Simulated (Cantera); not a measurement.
Catalytic stagnation flow on Pt

A jet of 1.50 % CH4, 13.9 % O2, 84.6 % N2, equivalence ratio 0.22 at 300 K and 97.5 Torr hits a platinum plate 2.5 cm away at a mass flux of 0.049 kg/m²/s; the plate temperature is set and raised in steps from an oxygen-covered start.

Cantera simulation using Deutschmann's 1995 Pt surface mechanism with GRI-Mech 3.0 gas chemistry; the numbers are that mechanism's predictions, not measurements. Catalytic surfaces can have several steady states; this one follows from the mechanism file's or the stated starting coverage.

```tsv
plate T (K)	wall x CH4	wall x O2	wall x H2O	wall x OH	wall x CO	wall x CO2	θ free Pt	θ O*
850	0.0128	0.134	0.00412	<1e-8	3.16e-6	0.00268	0.118	0.881
900	0.0107	0.130	0.00805	1.67e-8	3.76e-6	0.00525	0.174	0.825
950	0.00838	0.125	0.0123	5.64e-8	4.05e-6	0.00804	0.236	0.763
1000	0.00641	0.121	0.0159	1.57e-7	4.17e-6	0.0104	0.301	0.698
1050	0.00491	0.118	0.0187	3.86e-7	4.22e-6	0.0122	0.368	0.632
```
x: mole fraction at the wall; θ: surface coverage.
